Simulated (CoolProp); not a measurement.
Vapour-liquid equilibrium of R1234yf (1) + R227EA (2) at 0.0268 MPa; x and y are mole fractions of (1).

Values from CoolProp's multi-fluid Helmholtz-energy mixture model, Lemmon 2022 and Lemmon 2016; pair parameters Bell 2016.

Question: Give the bubble temperature and the first vapour's composition at x = 0.05, 0.5, 0.95. Is there an azeotrope?

Answer: x = 0.05: -44.2 °C, y = 0.097; x = 0.5: -50.7 °C, y = 0.669; x = 0.95: -55.4 °C, y = 0.975. No azeotrope shows between x = 0.05 and 0.95.

Pair parameters are fitted to limited data, so mixtures are less certain than the pure fluids.
